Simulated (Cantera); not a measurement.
Charge: 1 mol H2O, 2.9 mol O2, 0.28 mol H2, at 14.0 bar.

Cantera equilibrium calculation (NASA polynomials, part measured and part estimated; ideal gas, pure solids and liquids). Candidate condensed phases: H2O; 9 gas species. Kinetics and transport are ignored. All values below are at 1848 K.

Base state: O2 0.683, H2O 0.316, OH 0.00113, O 4.18e-5, HO2 1.22e-5 (mole fractions); condensed: gas only.

### Question
What changes in the equilibrium state with this change: pressure from 14.0 bar to 1.33 mbar?

### Answer
| species | before | after |
|---|---|---|
| O2 | 0.683 | 0.675 |
| H2O | 0.316 | 0.308 |
| OH | 0.00113 | 0.0113 |
| H | 4.14e-7 | 0.000425 |
| O | 4.18e-5 | 0.00426 |
| H2 | 8.52e-6 | 0.000856 |
